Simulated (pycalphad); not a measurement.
CALPHAD calculation (pycalphad, COST 507 light-alloy database (1999)), 1 atm. These are 1990s assessments: newer ones move some temperatures and phases. Phase fractions are per mole of atoms.

Give the equilibrium state of Al-2.55Mn-2.15Si (at.%) at 975 K.

LIQUID, fraction 0.961, with 1.7 Mn, 1.9 Si at.%; ALMNSI_BETA, fraction 0.039, with 23.1 Mn, 7.1 Si at.%.

Give the equilibrium state of Al-2.55Mn-2.15Si (at.%) at 575 K.

FCC_A1, fraction 0.850, with <0.01 Mn, 0.06 Si at.%; ALMNSI_ALPHA, fraction 0.147, with 17.4 Mn, 12.2 Si at.%; DIAMOND_A4, fraction 0.003, with no Mn, >99.99 Si at.%.

Database names, with the compositions (at.%) that they take in these runs: ALMNSI_BETA: Al 70 Mn 23 Si 7; ALMNSI_ALPHA: Al 70-73 Mn 17 Si 9-13. FCC_A1 is fcc; DIAMOND_A4 is diamond (Si). An entry "none" or "no" means that the model of the phase leaves that element out.
